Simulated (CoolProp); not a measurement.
Properties of dimethyl ether along the isobar 6.82 bar (Tc = 400.4 K, pc = 53.37 bar, ω = 0.196).

Values from CoolProp's reference Helmholtz-energy equation of state, Wu 2011.

| T (K) | phase | density (kg/m³) | cv (kJ/(kg K)) | isothermal compressibility (1/MPa) | viscosity (µPa s) | fugacity coefficient |
|---|---|---|---|---|---|---|
| 305.2 | gas | [?] | 1.405 | 1.712 | 9.54 | 0.8881 |
| 313.1 | gas | [?] | 1.409 | 1.680 | 9.76 | 0.8979 |
| 321 | gas | 13.13 | 1.415 | 1.654 | 9.99 | 0.9064 |
| 329 | gas | 12.68 | [?] | 1.633 | 10.2 | 0.9140 |
| 336.9 | gas | 12.27 | 1.437 | [?] | 10.4 | 0.9206 |
| 344.8 | gas | 11.90 | 1.450 | 1.601 | 10.7 | 0.9266 |
| 352.7 | gas | 11.55 | 1.465 | 1.589 | 10.9 | 0.9319 |
| 360.7 | gas | 11.23 | 1.482 | 1.578 | 11.1 | 0.9367 |
| 368.6 | gas | 10.93 | 1.500 | 1.568 | 11.4 | 0.9410 |
| 376.5 | gas | 10.65 | 1.518 | 1.560 | 11.6 | 0.9449 |

### Question
Complete the blanks.

### Answer

- 305.2, density (kg/m³): 14.18
- 313.1, density (kg/m³): 13.62
- 329, cv (kJ/(kg K)): 1.425
- 336.9, isothermal compressibility (1/MPa): 1.616

Viscosity comes from a separate model (Meng 2012).
